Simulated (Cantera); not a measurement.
A closed system holds: 1 mol SiCl4, 2.7 mol N2O, 2 mol H2, 2.3 mol H2O, at 673 K and 26.3 Torr.

Method: chemical equilibrium by Gibbs-energy minimisation in Cantera with the NASA 1993 tables (ideal gas, pure condensed phases). Candidate condensed phases: H2O, NH4Cl, Si, SiO2, Si2N2O, Si3N4; 47 gas species. Kinetics and transport are ignored.

Base state: HCl 0.321, H2O 0.313, N2 0.297, Cl2 0.0598, O2 0.00864 (mole fractions); condensed: SiO2(α-quartz).

Question: What changes in the equilibrium state with this change: temperature from 673 K to 1748.15 K?

Answer: 
```json
[
 {"species": "HCl", "before": "0.321", "after": "0.401"},
 {"species": "N2", "before": "0.297", "after": "0.287"},
 {"species": "H2O", "before": "0.313", "after": "0.256"},
 {"species": "Cl2", "before": "0.0598", "after": "0.000323"},
 {"species": "Cl", "before": "3.70e-7", "after": "0.0236"},
 {"species": "O2", "before": "0.00864", "after": "0.0305"},
 {"species": "OH", "before": "<1e-9", "after": "0.00114"},
 {"species": "H2", "before": "<1e-9", "after": "0.000256"},
 {"species": "O", "before": "<1e-9", "after": "6.86e-5"},
 {"species": "NO", "before": "1.87e-8", "after": "0.000797"},
 {"species": "H", "before": "<1e-9", "after": "1.96e-5"},
 {"species": "SiO2(α-quartz), mol", "before": "1.00", "after": "0"},
 {"species": "SiO2(condensed), mol", "before": "0", "after": "1.000"}
]
```
The tables hold silica as quartz up to 1696 K and as liquid above; real silica turns to tridymite and cristobalite and melts near 1996 K.

Question: What changes in the equilibrium state with this change: pressure from 26.3 Torr to 12.8 Torr?

Answer: 
```json
[
 {"species": "HCl", "before": "0.321", "after": "0.332"},
 {"species": "H2O", "before": "0.313", "after": "0.306"},
 {"species": "N2", "before": "0.297", "after": "0.296"},
 {"species": "Cl2", "before": "0.0598", "after": "0.0534"},
 {"species": "O2", "before": "0.00864", "after": "0.0117"},
 {"species": "SiO2(α-quartz), mol", "before": "1.00", "after": "1.00"}
]
```
